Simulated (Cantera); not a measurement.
An adiabatic, constant-volume homogeneous reactor starts with 9.12 % CH3OH, 17.8 % O2, 66.8 % N2, 6.30 % H2O, equivalence ratio 0.77, at 1300 K and 0.550 bar.

Model: GRI-Mech 3.0 (53 species, 325 reactions), integrated in Cantera. GRI-Mech 3.0 was tuned for natural gas; its chemistry of methanol as a main component is partial and can be far from experiment.

One state of this run: T (K) = 2633; P (bar) = 1.20; x CH3OH = <1e-12; x O2 = 0.0416; x H2O = 0.206; x O = 0.00507; x C2H6 = <1e-12. x: mole fraction; the columns are a selection and need not sum to one.

**Question.** Which value of t (s) does it belong to?
A) 0.00292
B) 0.000498
C) 0.00120
D) 0.100

**Answer.** D, 0.100
